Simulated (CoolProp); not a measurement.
A simple Rankine cycle with water: condensing at 291.15 K, boiler at 2.03 MPa, turbine inlet 526.4 K, turbine efficiency 0.7, pump efficiency 0.8, no recuperator. Each further row changes one setting.

Model: reference Helmholtz-energy equation of state, Wagner 2002, in CoolProp.

| case | thermal efficiency (%) | net work (kJ/kg) | heat in (kJ/kg) | turbine exit temperature (K) | volume ratio over the turbine |
|---|---|---|---|---|---|
| as stated | 24.7 | 701 | 2830 | 291.1 | 509 |
| turbine inlet 546.4 K | ? | 716 | ? | 291.1 | 492 |
| condensing temperature 283.15 K | 25.7 | 736 | 2870 | 283.2 | ? |
| boiler pressure 1.42 MPa | 23.7 | 677 | 2860 | 291.1 | 355 |
| turbine efficiency 0.6 | 21.2 | 600 | 2830 | 291.1 | 533 |

Fill in the missing entries.


- turbine inlet 546.4 K, thermal efficiency (%): 24.9
- turbine inlet 546.4 K, heat in (kJ/kg): 2880
- condensing temperature 283.15 K, volume ratio over the turbine: 826

The expansion ends wet for: as stated; turbine inlet 546.4 K; condensing temperature 283.15 K; boiler pressure 1.42 MPa; turbine efficiency 0.6.
